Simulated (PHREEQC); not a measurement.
**Leach liquor: an equilibrium model**

A solution holds 11 mmol/kgw H2SO4, 32 mmol/kgw FeSO4 and 3.7 mmol/kgw MgSO4, at 25 °C and 300 atm. Closed to the air; pH follows from the charge balance.

Model: ion-association model, phreeqc.dat, run in PHREEQC.

- pH: 2.00
- ionic strength: 0.108 mol/kgw
- specific conductance: 8480 µS/cm
- density: 1.016 g/cm³
- total alkalinity: -22.0 meq/kg

```csv
species,molality,activity,log γ
SO4-2,0.0253,0.00935,-0.433
Fe+2,0.0209,0.00829,-0.401
H+,0.0123,0.0101,-0.084
FeSO4,0.0100,0.0103,0.011
HSO4-,0.00862,0.00673,-0.108
Mg+2,0.00211,0.000854,-0.393
MgSO4,0.00159,0.00163,0.011
```

Precipitation was switched off in this run. Under pressure, the constants of complexes without a molar volume in the database are unreliable.
